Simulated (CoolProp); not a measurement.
Properties of n-perfluorohexane along the isobar 8.81 bar (Tc = 448.0 K, pc = 17.42 bar, ω = 0.497).

Values from CoolProp's reference Helmholtz-energy equation of state, Gao 2022.

```tsv
T (K)	phase	expansivity (1/kK)	fugacity coefficient
257.4	liquid	1.530	0.004165
264.9	liquid	1.553	0.006578
272.4	liquid	1.581	0.01005
279.8	liquid	1.612	0.01484
287.3	liquid	1.649	0.02143
294.7	liquid	1.690	0.03005
302.2	liquid	1.738	0.04138
309.7	liquid	1.793	0.05579
317.1	liquid	1.855	0.07349
324.6	liquid	1.926	0.09546
332	liquid	2.008	0.1215
339.5	liquid	2.104	0.1529
347	liquid	2.216	0.1895
354.4	liquid	2.346	0.2312
361.9	liquid	2.503	0.2794
```
